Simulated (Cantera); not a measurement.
A closed system holds: 1 mol Si, 0.022 mol N2O, 24 mol N2, equilibrated at 2.20 Pa.

These are equilibrium values from Cantera (NASA tables, ideal gas, pure condensed phases), not measurements of a reactor. Candidate condensed phases: Si, SiO2, Si2N2O, Si3N4; 16 gas species. The tables' values for SiN are old estimates; treat these amounts as uncertain. The numbers say what is thermodynamically allowed, not how fast it happens.

x: gas mole fraction; n: condensed amount in mol.

```tsv
T (K)	x N2	x Si	x SiO	x Si2	n Si(s)
1675	0.979	0.0197	0.000897	…	0.482
1725	0.960	0.0383	0.000880	…	0
1775	0.960	0.0387	0.000879	…	0
1825	0.960	0.0389	0.000879	…	0
1875	0.960	0.0389	0.000879	…	0
1925	0.960	0.0390	0.000879	…	0
1975	0.960	0.0390	0.000879	…	0
2025	0.960	0.0390	0.000879	…	0
2075	0.960	0.0390	0.000879	…	0
2125	0.960	0.0390	0.000879	…	0
```

What belongs in the gaps?


- 1675, x Si2: 7.68e-5
- 1725, x Si2: 0.000152
- 1775, x Si2: 8.41e-5
- 1825, x Si2: 4.76e-5
- 1875, x Si2: 2.77e-5
- 1925, x Si2: 1.65e-5
- 1975, x Si2: 1.01e-5
- 2025, x Si2: 6.33e-6
- 2075, x Si2: 4.06e-6
- 2125, x Si2: 2.66e-6
